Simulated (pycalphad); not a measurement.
Source of the numbers: pycalphad with the COST 507 light-alloy database (1999); pressure 1 atm. The data set is of 1999 and partly superseded. Phase fractions are per mole of atoms. Diffusion is slow at the low end, where real alloys seldom reach equilibrium.

Problem. Give the equilibrium state of Al-3.2Mg-10.73Si (at.%) at 410 K.

Solution. FCC_A1, fraction 0.861, with <0.01 Mg, <0.01 Si at.%; DIAMOND_A4, fraction 0.091, with no Mg, >99.99 Si at.%; MG2SI, fraction 0.048, with 66.7 Mg, 33.3 Si at.%.

Problem. Give the equilibrium state of Al-3.2Mg-10.73Si (at.%) at 850 K.

Solution. 
```
T = 850.00 K, P = 101325 Pa, N = 1 mol of atoms
G = -33403 J/mol, H = 28188 J/mol, S = 72.46 J/(mol K)  (SER reference)
chemical potentials (J/mol): Al -33088, Mg -68266, Si -25532
phase             fraction      x(Al)      x(Mg)      x(Si)
LIQUID              0.9722     0.8572     0.0328     0.1100
FCC_A1              0.0278     0.9835     0.0051     0.0114
```

Database names, with the compositions (at.%) that they take in these runs: MG2SI: Mg 67 Si 33. FCC_A1 is fcc; DIAMOND_A4 is diamond (Si). An entry "none" or "no" means that the model of the phase leaves that element out.
